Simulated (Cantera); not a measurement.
## Low-pressure radical oxidation in H2/O2

An isothermal, constant-pressure homogeneous reactor starts with H2 : O2 = 0.17 : 1 (molar parts), equivalence ratio 0.085, at 975 K and 0.0263 atm.

Detailed kinetics in Cantera: the H2/O2 subset of GRI-Mech 3.0, which has no nitrogen chemistry. Radical loss at walls, strong at low pressure, is not modelled. The temperature is held fixed by assumption; the heat of reaction is taken as removed at once.

```
t (s)         x H2   x O2    x H2O       x H      x OH    x H2O2
--------  --------  -----  -------  --------  --------  --------
0.000500     0.145  0.855  8.67e-9   5.48e-9   1.39e-9    <1e-12
0.000861     0.145  0.855  2.06e-7   1.22e-7   3.09e-8  2.46e-12
0.00148      0.145  0.855  4.22e-5   2.48e-5   6.31e-6  3.40e-10
0.00255     0.0670  0.819   0.0598    0.0339   0.00464   8.35e-7
0.00439    0.00573  0.826    0.140    0.0130   0.00302   9.63e-7
0.00755    0.00149  0.840    0.154   0.00116   0.00109   8.47e-7
0.0130    0.000456  0.842    0.156  0.000123  0.000445   6.33e-7
0.0224    0.000162  0.843    0.156   1.91e-5  0.000228   4.65e-7
0.0385     6.04e-5  0.843    0.157   3.73e-6  0.000131   3.24e-7
0.0662     2.22e-5  0.843    0.157   8.33e-7   8.02e-5   2.16e-7
0.114      7.73e-6  0.843    0.157   2.04e-7   5.08e-5   1.38e-7
0.196      2.53e-6  0.843    0.157   5.38e-8   3.30e-5   8.66e-8
0.338      7.79e-7  0.843    0.157   1.54e-8   2.19e-5   5.33e-8
0.581      2.38e-7  0.843    0.157   4.78e-9   1.49e-5   3.26e-8
1.00       8.02e-8  0.843    0.157   1.62e-9   1.04e-5   2.00e-8
```
x: mole fraction; the columns are a selection and need not sum to one.

Equilibrium at this temperature and pressure: H2 4.28e-11, O2 0.843, H2O 0.157, H <1e-12, OH 3.06e-7, H2O2 4.77e-11 (gas phase only).
